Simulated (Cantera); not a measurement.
An isothermal, constant-pressure homogeneous reactor starts with C₂H₆ : H₂ = 1 : 11 (molar parts), at 1050 K and 100000 Pa. Integrator tolerance rtol = 1e-08.

Computed with Cantera and GRI-Mech 3.0 (53 species, 325 reactions). GRI-Mech 3.0 stops at C3 and has no aromatics, soot or wall deposition, so with more carbon than oxygen in the feed, carbon stays in small species such as C2H2 where larger ones or solid carbon would form.

What does this change do: H2 11 to 2.9 parts?


| quantity | before | after |
|---|---|---|
| x(C₂H₆) at 50.0 s | 0.0134 (gas-phase equilibrium 8.94e-6) | 0.0460 (gas-phase equilibrium 0.000144) |
| x(H₂) at 50.0 s | 0.862 (gas-phase equilibrium 0.833) | 0.629 (gas-phase equilibrium 0.488) |
| x(CH₂) at 50.0 s | <1e-12 (gas-phase equilibrium <1e-12) | <1e-12 (gas-phase equilibrium <1e-12) |
| x(C₂H₄) at 50.0 s | 0.0133 (gas-phase equilibrium 9.08e-6) | 0.0625 (gas-phase equilibrium 0.000250) |
| x(C₂H₂) at 50.0 s | 9.03e-5 (gas-phase equilibrium 6.21e-8) | 0.000580 (gas-phase equilibrium 2.93e-6) |
| x(CH₄) at 50.0 s | 0.111 (gas-phase equilibrium 0.167) | 0.262 (gas-phase equilibrium 0.512) |

What does this change do: temperature 1050 to 1350 K?


```json
[
 {"quantity": "x(C₂H₆) at 50.0 s", "before": "0.0134 (gas-phase equilibrium 8.94e-6)", "after": "5.26e-5 (gas-phase equilibrium 5.26e-5)"},
 {"quantity": "x(H₂) at 50.0 s", "before": "0.862 (gas-phase equilibrium 0.833)", "after": "0.838 (gas-phase equilibrium 0.838)"},
 {"quantity": "x(CH₂) at 50.0 s", "before": "<1e-12 (gas-phase equilibrium <1e-12)", "after": "1.44e-11 (gas-phase equilibrium 1.44e-11)"},
 {"quantity": "x(C₂H₄) at 50.0 s", "before": "0.0133 (gas-phase equilibrium 9.08e-6)", "after": "0.00204 (gas-phase equilibrium 0.00204)"},
 {"quantity": "x(C₂H₂) at 50.0 s", "before": "9.03e-5 (gas-phase equilibrium 6.21e-8)", "after": "0.00163 (gas-phase equilibrium 0.00163)"},
 {"quantity": "x(CH₄) at 50.0 s", "before": "0.111 (gas-phase equilibrium 0.167)", "after": "0.158 (gas-phase equilibrium 0.158)"}
]
```
